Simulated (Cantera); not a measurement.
A closed system holds: 1 mol SiH₄, 0.15 mol NH₃, equilibrated at 900 °C and 24.0 Pa.

Method: chemical equilibrium by Gibbs-energy minimisation in Cantera with the NASA 1993 tables (ideal gas, pure condensed phases). Candidate condensed phases: Si, Si₃N₄; 18 gas species. Mutual solubility and eutectic melting of coexisting phases are not modelled. Rates play no part.

Base state: H₂ 1.000, N₂ 5.06e-5 (mole fractions); condensed: Si(s) + Si₃N₄(s).

What changes in the equilibrium state with this change: NH₃ from 0.15 to 2.6 mol?


```json
[
 {"species": "H₂", "before": "1.000", "after": "0.903"},
 {"species": "N₂", "before": "5.06e-5", "after": "0.0969"},
 {"species": "Si(s), mol", "before": "0.888", "after": "0"},
 {"species": "Si₃N₄(s), mol", "before": "0.0374", "after": "0.333"}
]
```
